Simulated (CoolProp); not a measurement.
Vapour-liquid equilibrium of acetone (1) + benzene (2) at 0.0968 MPa; x and y are mole fractions of (1).

Model: multi-fluid Helmholtz-energy mixture model, Lemmon 2006 and Thol 2012; pair parameters Bell 2016, in CoolProp.

| x | bubble temperature (°C) | y at the bubble point | dew temperature at overall composition x (°C) | liquid density (mol/L) |
|---|---|---|---|---|
| 0.05 | 75.7 | 0.129 | 77.5 | … |
| 0.2 | 69.3 | 0.390 | 74.0 | 10.89 |
| 0.35 | 65.0 | 0.554 | 70.3 | 11.22 |
| 0.5 | 61.8 | 0.677 | 66.4 | 11.57 |
| 0.65 | … | … | … | 11.94 |
| 0.8 | 57.1 | 0.875 | 58.8 | 12.34 |
| 0.95 | 55.3 | 0.968 | 55.6 | … |

Task: Complete the blanks.

Result: 
- 0.05, liquid density (mol/L): 10.55
- 0.65, bubble temperature (°C): 59.3
- 0.65, y at the bubble point: 0.780
- 0.65, dew temperature at overall composition x (°C): 62.5
- 0.95, liquid density (mol/L): 12.77

No azeotrope shows between x = 0.05 and 0.95.

The pair parameters rest on a limited set of measurements; away from them the model extrapolates.
